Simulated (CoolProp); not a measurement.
Vapour-liquid equilibrium of R114 (1) + R113 (2) at 0.736 MPa; x and y are mole fractions of (1).

Values from CoolProp's multi-fluid Helmholtz-energy mixture model, Platzer 1990 and Marx 1992; pair parameters Bell 2016. This equation is an older, rougher fit; its heat capacities, sound speeds and derivatives of the liquid may be far off and weren't checked against measurements.

```
x     bubble temperature (K)  y at the bubble point  dew temperature at overall composition x (K)  liquid density (mol/L)
----  ----------------------  ---------------------  --------------------------------------------  ----------------------
0.05                   392.9                  0.112                                         395.1                   6.973
0.15                   385.3                  0.304                                             …                   7.079
0.25                   378.3                  0.460                                         387.5                   7.176
0.35                   372.0                  0.586                                             …                   7.263
0.45                   366.3                  0.687                                             …                   7.340
0.55                   361.1                  0.769                                         373.9                   7.408
0.65                   356.4                  0.837                                             …                   7.468
0.75                   352.2                  0.893                                         362.4                   7.519
0.85                   348.3                  0.940                                         355.5                   7.564
0.95                   344.7                  0.981                                         347.5                   7.602
```

**Question.** Some entries are withheld; supply them.

**Answer.** 
- 0.15, dew temperature at overall composition x (K): 391.4
- 0.35, dew temperature at overall composition x (K): 383.3
- 0.45, dew temperature at overall composition x (K): 378.8
- 0.65, dew temperature at overall composition x (K): 368.4

No azeotrope shows between x = 0.05 and 0.95.

The pair parameters rest on a limited set of measurements; away from them the model extrapolates.
